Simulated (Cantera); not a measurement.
Charge: 1 mol SiCl4, 0.21 mol NH3.

Method: chemical equilibrium by Gibbs-energy minimisation in Cantera with the NASA 1993 tables (ideal gas, pure condensed phases). Candidate condensed phases: NH4Cl, Si, Si3N4; 28 gas species. The tables' values for SiCl3 are old estimates. Rates play no part.

Stable condensed phases, one row left out:

```
T in K \ P in Pa
              5     13     36     98    260    710   1900   5100  14000  37000 100000
   1650       A      A      A      A      A      A      A      A      A      A      A
   1600       A      A      A      A      A      A      A      A      A      A      A
   1550       A      A      A      A      A      A      A      A      A      A      B
   1500       A      A      A      A      A      A      A      A      A      B      B
   1400       A      A      A      A      A      A      A      B      B      B      B
   1350       A      A      A      A      A      A      B      B      B      B      B
   1300       A      A      A      A      A      B      B      B      B      B      B
   1250       A      A      A      B      B      B      B      B      B      B      B
   1200       A      A      B      B      B      B      B      B      B      B      B
   1150       B      B      B      B      B      B      B      B      B      B      B
   1100       B      B      B      B      B      B      B      B      B      B      B
   1050       B      B      B      B      B      B      B      B      B      B      B
```

A: gas only; B: Si3N4.

Give the row for 1450 K.

5: gas only; 13: gas only; 36: gas only; 98: gas only; 260: gas only; 710: gas only; 1900: gas only; 5100: gas only; 14000: Si3N4; 37000: Si3N4; 100000: Si3N4.
